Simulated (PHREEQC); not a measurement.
**Brine**

Dissolve 0.92 mol/kgw NaOH, 0.0018 mol/kgw Na2B4O7 and 0.00035 mol/kgw H4SiO4 at 20 °C. Closed to the air; pH follows from the charge balance.

Model: Pitzer model, pitzer.dat, run in PHREEQC.

| Item | Result |
|---|---|
| pH | 13.97 |
| ionic strength | 0.924 mol/kgw |
| activity of water | 0.969 |
| density | 1.038 g/cm³ |
| osmotic coefficient | 0.941 |
| total alkalinity | 924 meq/kg |

```csv
species,molality,activity,log γ
Na+,0.924,0.607,-0.183
OH-,0.916,0.621,-0.169
B(OH)4-,0.00720,0.00354,-0.308
H2SiO4-2,0.000343,1.59e-5,-1.333
H3SiO4-,6.98e-6,3.50e-6,-0.300
B(OH)3,8.10e-8,6.77e-8,-0.078
```

This is a speciation only: nothing precipitates in the calculation.
